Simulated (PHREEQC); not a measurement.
Dissolve 3 mmol/kgw CuCl2, 0.038 mmol/kgw H2SO4 and 0.97 mmol/kgw FeCl3 at 30 °C. Closed to the air; pH follows from the charge balance.

Computed with PHREEQC (ion-association model, phreeqc.dat).

**Question.** The ionic strength comes out as 0.0129 mol/kgw. What activity coefficients do Fe2(OH)2+4, FeSO4+, CuCl+, FeOH+2, Fe3(OH)4+5 get?

**Answer.** Fe2(OH)2+4 0.16, FeSO4+ 0.89, CuCl+ 0.89, FeOH+2 0.64, Fe3(OH)4+5 0.054.

Precipitation was switched off in this run. The solution is supersaturated, for example in Hematite (slow to form), Goethite (slow to form), so a real one may precipitate; this is no full list.
